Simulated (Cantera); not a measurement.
A closed system holds: 1 mol BN, 74 mol HCl, 2.6 mol N2, equilibrated at 1100 K and 75.0 Torr.

These are equilibrium values from Cantera (NASA tables, ideal gas, pure condensed phases), not measurements of a reactor. Candidate condensed phases: B, BN, NH4Cl; 21 gas species. Gases not in the tables: BHCl2. Kinetics and transport are ignored.

Base state: HCl 0.933, N2 0.0394, H2 0.0164, BCl3 0.0109 (mole fractions); condensed: BN(s).

Question: What changes in the equilibrium state with this change: BN replaced by AlN?

Answer: 
| species | before | after |
|---|---|---|
| HCl | 0.933 | 0.927 |
| N2 | 0.0394 | 0.0405 |
| H2 | 0.0164 | 0.0196 |
| AlCl3 | 0 | 0.0131 |
| BCl3 | 0.0109 | 0 |
| BN(s), mol | 0.164 | 0 |
Further candidate phases: Al, AlCl3, AlN.
